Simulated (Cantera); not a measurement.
**Dilute partial oxidation**

An isothermal, constant-pressure homogeneous reactor starts with CH4 : O2 : N2 = 0.0045 : 0.012 : 1 (molar parts), at 1123 K and 0.987 atm.

Cantera simulation using GRI-Mech 3.0 (53 species, 325 reactions); the numbers are that mechanism's predictions, not measurements.

```json
[
 {"t (s)": "3.00e-5", "x CH4": "0.00443", "x O2": "0.0118", "x OH": "<1e-12", "x HO2": "1.52e-11", "x C2H2": "<1e-12", "x CO": "<1e-12"},
 {"t (s)": "0.000101", "x CH4": "0.00443", "x O2": "0.0118", "x OH": "<1e-12", "x HO2": "5.10e-11", "x C2H2": "<1e-12", "x CO": "<1e-12"},
 {"t (s)": "0.000337", "x CH4": "0.00443", "x O2": "0.0118", "x OH": "<1e-12", "x HO2": "1.71e-10", "x C2H2": "<1e-12", "x CO": "<1e-12"},
 {"t (s)": "0.00113", "x CH4": "0.00443", "x O2": "0.0118", "x OH": "<1e-12", "x HO2": "5.65e-10", "x C2H2": "<1e-12", "x CO": "<1e-12"},
 {"t (s)": "0.00378", "x CH4": "0.00443", "x O2": "0.0118", "x OH": "2.11e-12", "x HO2": "1.82e-9", "x C2H2": "<1e-12", "x CO": "<1e-12"},
 {"t (s)": "0.0127", "x CH4": "0.00443", "x O2": "0.0118", "x OH": "7.93e-12", "x HO2": "5.35e-9", "x C2H2": "<1e-12", "x CO": "2.14e-12"},
 {"t (s)": "0.0424", "x CH4": "0.00443", "x O2": "0.0118", "x OH": "3.73e-11", "x HO2": "1.06e-8", "x C2H2": "<1e-12", "x CO": "1.44e-10"},
 {"t (s)": "0.142", "x CH4": "0.00443", "x O2": "0.0118", "x OH": "1.03e-10", "x HO2": "1.03e-8", "x C2H2": "<1e-12", "x CO": "1.13e-8"},
 {"t (s)": "0.476", "x CH4": "0.00442", "x O2": "0.0118", "x OH": "1.79e-10", "x HO2": "2.24e-8", "x C2H2": "1.20e-11", "x CO": "3.30e-7"},
 {"t (s)": "1.60", "x CH4": "0.00437", "x O2": "0.0118", "x OH": "6.99e-10", "x HO2": "8.41e-8", "x C2H2": "1.33e-9", "x CO": "9.98e-6"},
 {"t (s)": "5.35", "x CH4": "<1e-12", "x O2": "0.00295", "x OH": "6.09e-7", "x HO2": "2.44e-9", "x C2H2": "<1e-12", "x CO": "2.71e-7"},
 {"t (s)": "17.9", "x CH4": "<1e-12", "x O2": "0.00295", "x OH": "1.90e-7", "x HO2": "1.43e-10", "x C2H2": "<1e-12", "x CO": "6.79e-10"},
 {"t (s)": "60.0", "x CH4": "<1e-12", "x O2": "0.00295", "x OH": "1.18e-7", "x HO2": "7.37e-11", "x C2H2": "<1e-12", "x CO": "2.66e-10"}
]
```
x: mole fraction; the columns are a selection and need not sum to one.

Equilibrium at this temperature and pressure: CH4 <1e-12, O2 0.00294, OH 1.01e-7, HO2 6.51e-11, C2H2 <1e-12, CO 2.06e-10 (gas phase only).
